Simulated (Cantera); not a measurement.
# Equilibrium for iron carbonyl, mercury and lead vapours: Fe(CO)5 + H2

Charge: 1 mol Fe(CO)5, 16 mol H2, held at 37.0 mbar.

Method: chemical equilibrium by Gibbs-energy minimisation in Cantera with the NASA 1993 tables (ideal gas, pure condensed phases). Candidate condensed phases: C, C6H6, C7H8, C8H18, Fe, Fe(CO)5, FeO, Fe(OH)2, Fe(OH)3, Fe2O3, Fe3O4, H2O; 114 gas species. Condensed phases not in the tables: cementite and carbon dissolved in iron. Kinetics and transport are ignored.

From 825 K to 1075 K the condensed part is C(graphite) + Fe(α). From 1100 K to 1150 K the condensed part is Fe(α).

```csv
T (K),x H2,x CO,x H2O,x CO2,x CH4,n C(graphite),n Fe(α)
825,0.753,0.144,0.0505,0.0344,0.0190,1.25,1.00
850,0.756,0.173,0.0341,0.0239,0.0131,0.880,1.00
875,0.757,0.196,0.0224,0.0153,0.00925,0.571,1.00
900,0.757,0.212,0.0144,0.00931,0.00662,0.349,1.00
925,0.758,0.222,0.00927,0.00551,0.00482,0.205,1.00
950,0.759,0.229,0.00599,0.00324,0.00357,0.117,1.00
975,0.759,0.232,0.00392,0.00192,0.00268,0.0658,1.00
1000,0.760,0.235,0.00261,0.00115,0.00204,0.0359,1.00
1025,0.760,0.236,0.00176,0.000708,0.00157,0.0188,1.00
1050,0.760,0.237,0.00121,0.000443,0.00122,0.00894,1.00
1075,0.761,0.237,0.000844,0.000283,0.000966,0.00337,1.00
1100,0.761,0.237,0.000598,0.000184,0.000769,0,1.00
1125,0.761,0.238,0.000455,0.000129,0.000585,0,1.00
1150,0.761,0.238,0.000353,9.28e-5,0.000446,0,1.00
```
x: gas mole fraction; n: condensed amount in mol.
